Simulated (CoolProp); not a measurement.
A closed Brayton cycle with carbon dioxide: compressor inlet 322.15 K and 9.5 MPa, high pressure 31.2 MPa, turbine inlet 800 K, compressor efficiency 0.8, turbine efficiency 0.85, recuperator effectiveness 0.8 (on enthalpy, no pinch check). Each further row changes one setting.

Model: reference Helmholtz-energy equation of state, Span 1996, in CoolProp.

| case | thermal efficiency (%) | net work (kJ/kg) | compressor to turbine work | compressor exit (K) | turbine exit (K) |
|---|---|---|---|---|---|
| as stated | 27.6 | 83.2 | 0.41 | 405.0 | 667.6 |
| turbine inlet 750 K | 26.0 | 72.8 | … | 405.0 | 622.1 |
| compressor inlet 332.15 K | 25.5 | 71.4 | 0.49 | 431.8 | 667.6 |
| high pressure 26.5 MPa | … | … | … | 393.1 | 685.3 |
| recuperator effectiveness 0.5 | 21.2 | 83.2 | 0.41 | 405.0 | 667.6 |

### Question
Fill in the missing entries.

### Answer

- turbine inlet 750 K, compressor to turbine work: 0.44
- high pressure 26.5 MPa, thermal efficiency (%): 26.6
- high pressure 26.5 MPa, net work (kJ/kg): 76.0
- high pressure 26.5 MPa, compressor to turbine work: 0.38
